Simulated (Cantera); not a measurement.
Thermodynamics of aluminium and copper etching, feed Al + Br₂ + N₂

Input: 1 mol Al, a varied amount of Br₂, 1 mol N₂, held at 1125 K and 6.40e-5 bar.

Method: chemical equilibrium by Gibbs-energy minimisation in Cantera with the NASA 1993 tables (ideal gas, pure condensed phases). Candidate condensed phases: Al, AlBr₃, AlN, Br₂; 10 gas species. Rates play no part.

From 0.78 mol Br₂ to 1.5 mol Br₂ the condensed part is AlN(s). From 1.8 mol Br₂ to 5.3 mol Br₂ nothing is condensed. The main Al-bearing gas is AlBr₃ throughout.

```tsv
n(Br₂) (mol)	x Br	x N₂	x AlBr₃	x Br₂	x AlBr	x Al₂Br₆	n AlN(s)
0.78	0.00133	0.593	0.405	2.50e-7	0.000122	1.05e-7	0.480
0.96	0.00135	0.561	0.438	2.58e-7	0.000127	1.23e-7	0.361
1.2	0.00137	0.529	0.470	2.66e-7	0.000133	1.42e-7	0.201
1.5	0.00139	0.499	0.499	2.71e-7	0.000138	1.60e-7	0.000741
1.8	0.219	0.387	0.387	0.00676	4.30e-9	9.62e-8	0
2.3	0.408	0.284	0.284	0.0235	9.08e-10	5.19e-8	0
2.8	0.512	0.225	0.225	0.0370	4.57e-10	3.26e-8	0
3.5	0.599	0.175	0.175	0.0507	2.59e-10	1.97e-8	0
4.3	0.659	0.140	0.140	0.0614	1.71e-10	1.25e-8	0
5.3	0.707	0.112	0.112	0.0705	1.19e-10	7.98e-9	0
```
x: gas mole fraction; n: condensed amount in mol.
